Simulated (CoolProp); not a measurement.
Vapour-liquid equilibrium of R134a (1) + R236FA (2) at 1100 kPa; x and y are mole fractions of (1).

Model: multi-fluid Helmholtz-energy mixture model, Tillner-Roth 1994 and Pan 2012; pair parameters Bell 2016, in CoolProp.

```
x      bubble temperature, mixture model (K)  bubble temperature, Raoult's law (K)  y, mixture model  y, Raoult's law
-----  -------------------------------------  ------------------------------------  ----------------  ---------------
0.05                                   345.8                                 345.5             0.081            0.101
0.125                                  343.0                                 342.2             0.195            0.236
0.2                                    340.2                                 339.2                 ?            0.352
0.275                                      ?                                 336.4             0.397            0.453
0.35                                   335.0                                 333.7                 ?            0.542
0.425                                  332.5                                 331.2             0.567            0.621
0.5                                    330.1                                 328.9             0.641            0.690
0.575                                  327.7                                 326.7             0.710            0.752
0.65                                   325.5                                 324.6             0.772            0.807
0.725                                      ?                                 322.6             0.830            0.857
0.8                                    321.3                                 320.7                 ?            0.901
0.875                                  319.3                                 318.9                 ?            0.941
0.95                                   317.4                                 317.2                 ?            0.978
```

Task: Fill in the missing entries.

Result: 
- 0.2, y, mixture model: 0.300
- 0.275, bubble temperature, mixture model (K): 337.5
- 0.35, y, mixture model: 0.485
- 0.725, bubble temperature, mixture model (K): 323.4
- 0.8, y, mixture model: 0.882
- 0.875, y, mixture model: 0.930
- 0.95, y, mixture model: 0.973

The largest gap from Raoult's law is +1.3 K in bubble temperature, at x = 0.425. No azeotrope shows between x = 0.05 and 0.95.

The pair parameters rest on a limited set of measurements; away from them the model extrapolates.
